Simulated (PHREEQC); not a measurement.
Model water analysis in mmol/kgw, 25 °C, pH 6.4, pe 9.2:

| constituent | mmol/kgw |
|---|---|
| Na | 0.118 |
| K | 0.0834 |
| Ca | 0.476 |
| Mg | 0.0114 |
| Cl | 0.77 |
| S(6) | 0.146 |
| Alkalinity (meq/kgw) | 0.1 |
| Sr | 0.0206 |
| Zn | 0.00132 |

Valence states are taken as typed.

Equilibrium calculation in PHREEQC: ion-association model, phreeqc.dat.

| Item | Value |
|---|---|
| ionic strength | 0.00181 mol/kgw |
| specific conductance | 149 µS/cm |
| charge-balance error | 2.5 % |

| species | molality | activity | log γ |
|---|---|---|---|
| Cl- | 0.000770 | 0.000734 | -0.021 |
| Ca+2 | 0.000468 | 0.000388 | -0.081 |
| SO4-2 | 0.000137 | 0.000114 | -0.081 |
| Na+ | 0.000118 | 0.000112 | -0.020 |
| HCO3- | 9.98e-5 | 9.53e-5 | -0.020 |
| CO2 | 8.52e-5 | 8.53e-5 | 0.000 |
| K+ | 8.33e-5 | 7.95e-5 | -0.021 |
| Sr+2 | 2.02e-5 | 1.68e-5 | -0.081 |
| Mg+2 | 1.11e-5 | 9.26e-6 | -0.080 |
| CaSO4 | 7.86e-6 | 7.86e-6 | 0.000 |
| Zn+2 | 1.27e-6 | 1.05e-6 | -0.081 |
| CaHCO3+ | 4.94e-7 | 4.72e-7 | -0.020 |
| H+ | 4.16e-7 | 3.98e-7 | -0.019 |
| SrSO4 | 3.72e-7 | 3.73e-7 | 0.000 |
| MgSO4 | 2.47e-7 | 2.47e-7 | 0.000 |
| NaSO4- | 6.73e-8 | 6.42e-8 | -0.020 |

No solid was allowed to form.
